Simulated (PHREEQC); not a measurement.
Ultrapure water in contact with air or piping: an equilibrium model

Model water analysis in mg/L, 20 °C, pH 6.49, pe 10.3:

| constituent | mg/L |
|---|---|
| Na | 0.00785 |
| K | 0.0127 |
| Ca | 0.0125 |
| Mg | 0.00261 |
| Cl | 0.00672 |
| S(6) as SO4 | 0.00742 |
| Alkalinity as HCO3 | 0.0714 |
| Cd | 0.000878 |
| O(0) (dissolved oxygen) | 0.000281 |
| Pb | 0.00106 |
| N(5) as NO3 | 0.00123 |

Valence states are taken as typed.

Equilibrium calculation in PHREEQC: ion-association model, phreeqc.dat.

Each row changes one thing in this solution. Precipitation was switched off in this run.

```tsv
case	ionic strength (mol/kgw)	HCO3- (mol/kgw)	CO2 (mol/kgw)	Pb+2 (mol/kgw)	PbOH+ (mol/kgw)	CO3-2 (mol/kgw)	SI of Pb(OH)2 (Pb(OH)2)	SI of Cerussite (PbCO3)
as made	2.36e-6	1.47e-6	1.15e-6	4.81e-9	2.88e-10	1.93e-10	-3.67	-4.85
pH from 6.49 to 6.79 at the same alkalinity	2.20e-6	1.29e-6	5.03e-7	4.54e-9	5.43e-10	3.36e-10	-3.09	-4.63
Cl from 0.00672 to 0.0134 mg/L	2.46e-6	1.47e-6	1.15e-6	4.81e-9	2.88e-10	1.93e-10	-3.67	-4.85
S(6) from 0.00742 to 0.0223 mg/L	2.67e-6	1.47e-6	1.15e-6	4.81e-9	2.88e-10	1.93e-10	-3.67	-4.85
pH from 6.49 to 7.49 at the same alkalinity	2.07e-6	9.86e-7	7.67e-8	3.14e-9	1.88e-9	1.29e-9	-1.85	-4.21
```

Species that the database lacks are ignored.
